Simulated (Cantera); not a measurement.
Ignition delay

Mixture: 3.73 % CH4, 11.8 % O2, 81.7 % N2, 2.76 % CO2, equivalence ratio 0.63, at 100000 Pa, adiabatic and at constant volume. Ignition delay is the time to a rise of 400 K.

Model: GRI-Mech 3.0 (53 species, 325 reactions), integrated in Cantera.

```json
[
 {"T0 (K)": "1125", "delay (ms)": "200"},
 {"T0 (K)": "1200", "delay (ms)": "65.5"},
 {"T0 (K)": "1275", "delay (ms)": "23.2"},
 {"T0 (K)": "1350", "delay (ms)": "8.85"},
 {"T0 (K)": "1425", "delay (ms)": "3.65"},
 {"T0 (K)": "1500", "delay (ms)": "1.64"},
 {"T0 (K)": "1575", "delay (ms)": "0.813"}
]
```

The apparent activation energy between 1425 and 1575 K is 190 kJ/mol.
